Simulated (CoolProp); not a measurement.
R1224YDZ along the isotherm -19.65 °C: Z from the reference equation and from simpler models built on Tc = 155.5 °C, pc = 3334 kPa, ω = 0.325; each cubic takes its own stable root.

Model: reference Helmholtz-energy equation of state, Akasaka 2023, in CoolProp.

```csv
p (kPa),phase,reference
15.8,gas,0.9863
23.2,liquid,0.001107
34.1,liquid,0.001628
50,liquid,0.002386
73.4,liquid,0.003503
108,liquid,0.005154
158,liquid,0.007540
232,liquid,0.01107
341,liquid,0.01627
500,liquid,0.02385
734,liquid,0.03500
1080,liquid,0.05146
1580,liquid,0.07523
2320,liquid,0.1103
3410,liquid,0.1619
5000,liquid,0.2369
```

**Question.** How far does each simpler model (Redlich-Kwong, Soave-Redlich-Kwong, Peng-Robinson) lie from the reference over these 16 states: mean and median of the absolute difference, and the worst?

**Answer.** 
- Redlich-Kwong: mean 11925.2 %, median 16.2 %, worst +89321.9 % at -19.65 °C and 23.2 kPa
- Soave-Redlich-Kwong: mean 11.1 %, median 11.8 %, worst +11.9 % at -19.65 °C and 23.2 kPa
- Peng-Robinson: mean 0.8 %, median 0.8 %, worst -1.0 % at -19.65 °C and 5000 kPa

At some of these states Redlich-Kwong gives the other phase, because its saturation line lies elsewhere.
